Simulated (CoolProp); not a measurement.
n-undecane along the isobar 6.74 bar: Z from the reference equation and from simpler models built on Tc = 638.8 K, pc = 19.90 bar, ω = 0.539; each cubic takes its own stable root.

Model: reference Helmholtz-energy equation of state, Aleksandrov 2011, in CoolProp. It is a short technical equation, of lower accuracy than the large ones.

```csv
T (K),phase,reference,van der Waals,Redlich-Kwong
267.8,liquid,0.06224,0.1177,0.07918
290.6,liquid,0.05871,0.1104,0.07435
313.5,liquid,0.05573,0.1042,0.07033
336.3,liquid,0.05322,0.09910,0.06703
359.1,liquid,0.05109,0.09478,0.06430
381.9,liquid,0.04930,0.09117,0.06207
404.7,liquid,0.04780,0.08820,0.06030
427.5,liquid,0.04656,0.08581,0.05894
450.3,liquid,0.04559,0.08400,0.05800
```
